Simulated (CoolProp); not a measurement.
Saturation properties of n-perfluoropentane.

Values from CoolProp's reference Helmholtz-energy equation of state, Gao 2022.

```json
[
 {"T (°C)": "23.35", "p (bar)": "0.8103", "liquid density (kg/m³)": "1610", "vapour density (kg/m³)": "9.940", "enthalpy of vaporisation (kJ/kg)": "92.40", "liquid cp (kJ/(kg K))": "1.045"},
 {"T (°C)": "26.45", "p (bar)": "0.9116", "liquid density (kg/m³)": "1600", "vapour density (kg/m³)": "11.12", "enthalpy of vaporisation (kJ/kg)": "91.49", "liquid cp (kJ/(kg K))": "1.051"},
 {"T (°C)": "29.55", "p (bar)": "1.022", "liquid density (kg/m³)": "1590", "vapour density (kg/m³)": "12.40", "enthalpy of vaporisation (kJ/kg)": "90.58", "liquid cp (kJ/(kg K))": "1.057"},
 {"T (°C)": "32.65", "p (bar)": "1.144", "liquid density (kg/m³)": "1579", "vapour density (kg/m³)": "13.80", "enthalpy of vaporisation (kJ/kg)": "89.64", "liquid cp (kJ/(kg K))": "1.063"},
 {"T (°C)": "35.85", "p (bar)": "1.280", "liquid density (kg/m³)": "1568", "vapour density (kg/m³)": "15.38", "enthalpy of vaporisation (kJ/kg)": "88.66", "liquid cp (kJ/(kg K))": "1.070"},
 {"T (°C)": "38.95", "p (bar)": "1.424", "liquid density (kg/m³)": "1558", "vapour density (kg/m³)": "17.03", "enthalpy of vaporisation (kJ/kg)": "87.70", "liquid cp (kJ/(kg K))": "1.076"},
 {"T (°C)": "42.05", "p (bar)": "1.580", "liquid density (kg/m³)": "1547", "vapour density (kg/m³)": "18.83", "enthalpy of vaporisation (kJ/kg)": "86.71", "liquid cp (kJ/(kg K))": "1.082"},
 {"T (°C)": "45.15", "p (bar)": "1.750", "liquid density (kg/m³)": "1536", "vapour density (kg/m³)": "20.78", "enthalpy of vaporisation (kJ/kg)": "85.71", "liquid cp (kJ/(kg K))": "1.089"},
 {"T (°C)": "48.35", "p (bar)": "1.939", "liquid density (kg/m³)": "1524", "vapour density (kg/m³)": "22.96", "enthalpy of vaporisation (kJ/kg)": "84.65", "liquid cp (kJ/(kg K))": "1.095"},
 {"T (°C)": "51.45", "p (bar)": "2.136", "liquid density (kg/m³)": "1513", "vapour density (kg/m³)": "25.24", "enthalpy of vaporisation (kJ/kg)": "83.61", "liquid cp (kJ/(kg K))": "1.102"},
 {"T (°C)": "54.55", "p (bar)": "2.349", "liquid density (kg/m³)": "1501", "vapour density (kg/m³)": "27.70", "enthalpy of vaporisation (kJ/kg)": "82.55", "liquid cp (kJ/(kg K))": "1.109"},
 {"T (°C)": "57.65", "p (bar)": "2.577", "liquid density (kg/m³)": "1489", "vapour density (kg/m³)": "30.36", "enthalpy of vaporisation (kJ/kg)": "81.46", "liquid cp (kJ/(kg K))": "1.116"},
 {"T (°C)": "60.85", "p (bar)": "2.830", "liquid density (kg/m³)": "1477", "vapour density (kg/m³)": "33.32", "enthalpy of vaporisation (kJ/kg)": "80.31", "liquid cp (kJ/(kg K))": "1.123"},
 {"T (°C)": "63.95", "p (bar)": "3.093", "liquid density (kg/m³)": "1465", "vapour density (kg/m³)": "36.41", "enthalpy of vaporisation (kJ/kg)": "79.17", "liquid cp (kJ/(kg K))": "1.130"}
]
```

It boils at 29.3 °C under 1 atm.
